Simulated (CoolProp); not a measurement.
Computed with CoolProp (reference Helmholtz-energy equation of state, Thol 2022).

Give the vapour pressure (kPa), vapour density (kg/m³), liquid cp (kJ/(kg K)) of saturated vinyl chloride at 61.05, 113.65, 126.85 °C.


```tsv
T (°C)	p (kPa)	vapour density (kg/m³)	liquid cp (kJ/(kg K))
61.05	1020	27.0	1.64
113.65	2960	85.6	2.14
126.85	3720	116	2.58
```
